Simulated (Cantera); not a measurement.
A closed system holds: 1 mol n-butane, 0.023 mol CO2, 2.5 mol H2, at 2498 K.

Cantera equilibrium calculation (NASA polynomials, part measured and part estimated; ideal gas, pure solids and liquids). Candidate condensed phases: C, C6H6, C7H8, C8H18, H2O; 110 gas species. The ideal-gas law is rough above about 30 bar. Rates play no part.

**Question.** At 100 bar, list the 4 most abundant gas species with their mole fractions, and the condensed phases.

**Answer.** H2 0.965, CH4 0.0140, C2H2 (acetylene) 0.0104, CO 0.00617. Condensed: C(graphite).
